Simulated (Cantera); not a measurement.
Cantera with NASA thermochemical tables; ideal gases at 1 bar, condensed phases pure. Values are per mole of reaction as written; species without (g) are pure solids or liquids, kept so even where they would boil at 1 bar.

O2(g) + 2 SrCl2 → 4 Cl(g) + 2 SrO

```
T (K)  ΔH° (kJ)  ΔS° (J/K)  ΔG° (kJ)  log10 K  condensed phases
-----  --------  ---------  --------  -------  ----------------
573         [?]        [?]       [?]      [?]  SrCl2(s), SrO(s)
723         [?]        [?]       [?]      [?]  SrCl2(s), SrO(s)
873       954.9      331.4     665.6   -39.83  SrCl2(s), SrO(s)
1023      936.7      312.9     616.6   -31.48  SrCl2(s), SrO(s)
1173      893.4      274.6     571.2   -25.44  SrCl2(l), SrO(s)
1323      887.2      269.7     530.4   -20.94  SrCl2(l), SrO(s)
1473      881.2      265.4     490.3   -17.39  SrCl2(l), SrO(s)
1623      875.3      261.6     450.8   -14.51  SrCl2(l), SrO(s)
1773      869.6      258.2     411.8   -12.13  SrCl2(l), SrO(s)
1923        [?]        [?]       [?]      [?]  SrCl2(l), SrO(s)
```

Q: Fill in the missing entries.

A: 
- 573, ΔH° (kJ): 958.4
- 573, ΔS° (J/K): 335.9
- 573, ΔG° (kJ): 765.9
- 573, log10 K: -69.82
- 723, ΔH° (kJ): 957.4
- 723, ΔS° (J/K): 334.5
- 723, ΔG° (kJ): 715.6
- 723, log10 K: -51.70
- 1923, ΔH° (kJ): 864.1
- 1923, ΔS° (J/K): 255.3
- 1923, ΔG° (kJ): 373.3
- 1923, log10 K: -10.14
